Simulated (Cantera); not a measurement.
Feed: 1 mol Fe(CO)₅, 2.5 mol N₂, at 1475 K and 4.70 bar.

Equilibrium computed with Cantera from the NASA thermochemical tables; the gas is ideal and each condensed phase is pure. Candidate condensed phases: C, Fe, Fe(CO)₅, FeO, Fe₂O₃, Fe₃O₄; 27 gas species. Iron dissolves carbon and melts from about 1420 K in contact with it, which pure phases cannot show. Condensed phases not in the tables: cementite and carbon dissolved in iron. The numbers say what is thermodynamically allowed, not how fast it happens.

Base state: CO 0.664, N₂ 0.334, CO₂ 0.00172 (mole fractions); condensed: C(graphite) + Fe(γ).

**Question.** What changes in the equilibrium state with this change: N₂ from 2.5 to 0.51 mol?

**Answer.** 
```tsv
species	before	after
CO	0.664	0.904
N₂	0.334	0.0929
CO₂	0.00172	0.00319
C(graphite), mol	0.0129	0.0175
Fe(γ), mol	1.00	1.00
```
